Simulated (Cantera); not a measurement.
**Si2H6 + H2O + H2 (silicon oxide and oxynitride deposition)**

Input: 1 mol Si2H6, a varied amount of H2O, 1.8 mol H2, equilibrated at 925 K and 470 Pa.

Cantera equilibrium calculation (NASA polynomials, part measured and part estimated; ideal gas, pure solids and liquids). Candidate condensed phases: H2O, Si, SiO2; 18 gas species. The feed counts by its element totals alone. Rates play no part.

```
n(H2O) (mol)  log p H2  log p H2O  log p H  log p SiO  log p SiH4  n Si(s)  n SiO2(β-quartz)
------------  --------  ---------  -------  ---------  ----------  -------  ----------------
1.6              -2.33     -12.21   -10.75     -10.76      -11.14     1.20             0.800
1.9              -2.33     -12.21   -10.75     -10.76      -11.14     1.05             0.950
2.4              -2.33     -12.21   -10.75     -10.76      -11.14    0.800              1.20
2.9              -2.33     -12.21   -10.75     -10.76      -11.14    0.550              1.45
3.6              -2.33     -12.21   -10.75     -10.76      -11.14    0.200              1.80
4.4              -2.35      -3.69   -10.76       <-14        <-14        0              2.00
5.4              -2.39      -3.19   -10.78       <-14        <-14        0              2.00
6.7              -2.44      -2.96   -10.81       <-14        <-14        0              2.00
8.2              -2.50      -2.82   -10.83       <-14        <-14        0              2.00
10               -2.55      -2.72   -10.86       <-14        <-14        0              2.00
12               -2.61      -2.65   -10.89       <-14        <-14        0              2.00
15               -2.68      -2.58   -10.92       <-14        <-14        0              2.00
```
log p: log10 of the partial pressure in bar; n: condensed amount in mol.

From 1.6 mol H2O to 3.6 mol H2O the condensed part is Si(s) + SiO2(β-quartz). From 4.4 mol H2O to 15 mol H2O the condensed part is SiO2(β-quartz).
